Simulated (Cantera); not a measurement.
## Equilibrium for calcination and drying: LiOH + O2

Feed: 1 mol LiOH, 14 mol O2, equilibrated at 32000 Pa.

Method: chemical equilibrium by Gibbs-energy minimisation in Cantera with the NASA 1993 tables (ideal gas, pure condensed phases). Candidate condensed phases: H2O, Li, LiH, LiOH, Li2O; 17 gas species. Condensed phases not in the tables: the peroxide. Kinetics and transport are ignored.

```tsv
T (K)	log p O2	log p LiOH	log p H2O	log p Li2O	n Li2O(s)
875	-0.51	-7.02	-1.96	<-12	0.500
1025	-0.51	-5.40	-1.96	-12.34	0.500
1175	-0.51	-4.22	-1.96	-9.63	0.499
1325	-0.51	-3.32	-1.97	-7.56	0.489
1475	-0.51	-2.62	-2.01	-5.93	0.445
1625	-0.52	-2.12	-2.15	-4.61	0.323
1775	-0.52	-1.82	-2.50	-3.53	0.132
1925	-0.53	-1.74	-2.85	-2.91	0
2075	-0.53	-1.75	-2.80	-2.89	0
```
log p: log10 of the partial pressure in bar; n: condensed amount in mol.

From 875 K to 1775 K the condensed part is Li2O(s). From 1925 K to 2075 K nothing is condensed. The main Li-bearing gas is LiOH throughout.
